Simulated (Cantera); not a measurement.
An adiabatic, constant-volume homogeneous reactor starts with CO : H2 : CH4 : O2 : N2 = 1 : 0.04 : 0.16 : 1.22 : 4.99 (molar parts), equivalence ratio 0.69, at 1775 K and 0.700 bar.

Computed with Cantera and GRI-Mech 3.0 (53 species, 325 reactions).

Q: Predict: time of steepest temperature rise; temperature at 0.200 s; equilibrium temperature; x(CO) at 0.200 s; x(H2) at 0.200 s; x(H2O) at 0.200 s; x(NO) at 0.200 s.

A: 
```
Quantity                                                            Result
---------------------------------  ---------------------------------------
time of steepest temperature rise                                  86.4 µs
temperature at 0.200 s                                              2794 K
equilibrium temperature                                             2794 K
x(CO) at 0.200 s                     0.0581 (gas-phase equilibrium 0.0581)
x(H2) at 0.200 s                   0.00304 (gas-phase equilibrium 0.00304)
x(H2O) at 0.200 s                    0.0374 (gas-phase equilibrium 0.0374)
x(NO) at 0.200 s                     0.0189 (gas-phase equilibrium 0.0189)
```
